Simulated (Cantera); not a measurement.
**Low-pressure radical oxidation in H2/O2**

An isothermal, constant-pressure homogeneous reactor starts with 1.86 % H₂, 98.1 % O₂, equivalence ratio 0.0095, at 1448 K and 0.825 Torr.

Model: GRI-Mech 3.0 (53 species, 325 reactions), integrated in Cantera. Radical loss at walls, strong at low pressure, is not modelled.

```tsv
t (s)	x H₂	x O₂	x H₂O₂	x HO₂	x O	x OH	x H
0.000200	0.0186	0.981	1.03e-12	1.34e-8	4.79e-9	4.75e-9	8.85e-9
0.000406	0.0186	0.981	4.19e-12	2.72e-8	1.55e-8	1.51e-8	1.33e-8
0.000823	0.0186	0.981	1.70e-11	5.52e-8	4.54e-8	4.35e-8	1.94e-8
0.00167	0.0186	0.981	6.73e-11	1.12e-7	1.33e-7	1.23e-7	3.37e-8
0.00339	0.0186	0.981	2.59e-10	2.26e-7	4.86e-7	4.34e-7	8.93e-8
0.00687	0.0186	0.981	9.31e-10	4.57e-7	3.37e-6	2.95e-6	5.41e-7
0.0139	0.0185	0.981	2.69e-9	8.30e-7	0.000118	0.000102	1.84e-5
0.0283	0.00248	0.966	2.80e-9	7.69e-8	0.0120	0.00453	0.00127
0.0574	0.000132	0.964	1.34e-9	5.44e-8	0.0158	0.00267	0.000873
0.116	0.000130	0.964	1.34e-9	5.43e-8	0.0158	0.00267	0.000869
0.236	0.000130	0.964	1.34e-9	5.42e-8	0.0158	0.00266	0.000865
0.479	0.000129	0.964	1.33e-9	5.41e-8	0.0157	0.00265	0.000857
0.972	0.000127	0.964	1.33e-9	5.38e-8	0.0155	0.00264	0.000842
1.97	0.000124	0.965	1.32e-9	5.32e-8	0.0151	0.00261	0.000811
4.00	0.000119	0.965	1.30e-9	5.21e-8	0.0144	0.00255	0.000754
```
x: mole fraction; the columns are a selection and need not sum to one.

Equilibrium at this temperature and pressure: H₂ 5.29e-7, O₂ 0.981, H₂O₂ 9.36e-11, HO₂ 3.31e-8, O 5.86e-5, OH 0.000172, H 2.03e-7 (gas phase only).
